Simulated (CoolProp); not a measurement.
Vapour-liquid equilibrium of R134a (1) + R245fa (2) at 0.445 MPa; x and y are mole fractions of (1).

Computed with CoolProp (multi-fluid Helmholtz-energy mixture model, Tillner-Roth 1994 and Akasaka 2015; pair parameters Akasaka 2014).

| x | bubble temperature (K) | y at the bubble point | dew temperature at overall composition x (K) | liquid density (mol/L) |
|---|---|---|---|---|
| 0.05 | 327.8 | 0.141 | 330.4 | 9.428 |
| 0.125 | 322.4 | 0.315 | 328.3 | 9.673 |
| 0.2 | 317.5 | 0.453 | 326.1 | 9.910 |
| 0.275 | 313.0 | 0.563 | 323.7 | 10.14 |
| 0.35 | 309.0 | 0.652 | 321.2 | 10.36 |
| 0.425 | 305.4 | 0.724 | 318.5 | 10.58 |
| 0.5 | 302.0 | 0.784 | 315.6 | 10.80 |
| 0.575 | 299.0 | 0.833 | 312.5 | 11.01 |
| 0.65 | 296.1 | 0.875 | 309.1 | 11.23 |
| 0.725 | 293.5 | 0.910 | 305.3 | 11.44 |
| 0.8 | 291.1 | 0.940 | 301.1 | 11.67 |
| 0.875 | 288.8 | 0.965 | 296.1 | 11.89 |
| 0.95 | 286.6 | 0.987 | 290.2 | 12.13 |

No azeotrope shows between x = 0.05 and 0.95.

Pair parameters are fitted to limited data, so mixtures are less certain than the pure fluids.
